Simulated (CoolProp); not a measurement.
Aqueous ethanol as a coolant, at -1 °C, 1 atm.

Values from CoolProp's Melinder's fits for secondary coolants.

```csv
mass %,freezing point (°C),viscosity (mPa s),conductivity (W/(m K)),cp (kJ/(kg K)),Prandtl number
8,-3.4,3.10,0.513,4.386,26.5
13.5,-6.4,4.20,0.482,4.420,38.5
19,-10.3,5.34,0.452,4.384,51.8
24.5,-15.0,6.36,0.424,4.292,64.4
30,-20.1,7.09,0.397,4.160,74.3
35.5,-25.4,7.44,0.372,4.009,80.3
41,-30.4,7.45,0.348,3.857,82.6
46.6,-35.0,7.16,0.325,3.709,81.8
```
